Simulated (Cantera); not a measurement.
Cantera with NASA thermochemical tables; ideal gases at 1 bar, condensed phases pure. Values are per mole of reaction as written; species without (g) are pure solids or liquids, kept so even where they would boil at 1 bar.

Problem. Between 350 and 550 K, where is each reaction favourable under standard conditions?
- Ni + S ⇌ NiS
- Ni₃S₄ ⇌ 2 NiS + NiS₂

Solution. 
- Ni + S ⇌ NiS: ΔG° is -85 kJ at 350 K and -81 kJ at 550 K; it stays negative (K > 1). ΔH° is -93 kJ and ΔS° -21 J/K at 550 K.
- Ni₃S₄ ⇌ 2 NiS + NiS₂: ΔG° is -3 kJ at 350 K and -1 kJ at 550 K; it stays negative (K > 1). ΔH° is -8 kJ and ΔS° -13 J/K at 550 K.
